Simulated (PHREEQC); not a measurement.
Cooling-tower water: speciation

A made-up water analysis in mg/kgw, 25 °C, pH 6.26, pe -0.8:

```
constituent         mg/kgw
------------------  ------
Na                    56.7
K                     12.3
Ca                    95.8
Mg                    52.1
Cl                    88.5
S(6) as SO4           98.2
Alkalinity as HCO3     455
Fe(2)                 1.18
```

Cl is adjusted to close the charge balance.
Valence states are taken as typed.

Computed with PHREEQC (ion-association model, wateq4f.dat).

The ionic strength is 0.0160 mol/kgw.

```tsv
species	molality	activity	log γ
CO2	0.00787	0.00790	0.002
HCO3-	0.00722	0.00639	-0.053
Na+	0.00245	0.00217	-0.054
Cl-	0.00239	0.00210	-0.056
Ca+2	0.00215	0.00132	-0.211
Mg+2	0.00191	0.00119	-0.207
SO4-2	0.000763	0.000466	-0.214
K+	0.000313	0.000276	-0.056
MgSO4	0.000129	0.000130	0.002
CaSO4	0.000122	0.000123	0.002
CaHCO3+	0.000121	0.000108	-0.052
```

This is a speciation only: nothing precipitates in the calculation.
